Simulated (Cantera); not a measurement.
An adiabatic, constant-pressure homogeneous reactor starts with CH₄ : O₂ : N₂ = 1 : 2.38 : 8.95 (molar parts), equivalence ratio 0.84, at 1523 K and 96000 Pa.

Computed with Cantera and GRI-Mech 3.0 (53 species, 325 reactions).

Task: Predict: time of steepest temperature rise; temperature at 2.00 s; equilibrium temperature; x(O₂) at 2.00 s; x(H₂O) at 2.00 s; x(H) at 2.00 s.

Result: 
```
Property                                                             Value
---------------------------------  ---------------------------------------
time of steepest temperature rise                                 0.916 ms
temperature at 2.00 s                                               2685 K
equilibrium temperature                                             2685 K
x(O₂) at 2.00 s                      0.0354 (gas-phase equilibrium 0.0354)
x(H₂O) at 2.00 s                       0.135 (gas-phase equilibrium 0.135)
x(H) at 2.00 s                     0.00555 (gas-phase equilibrium 0.00555)
```
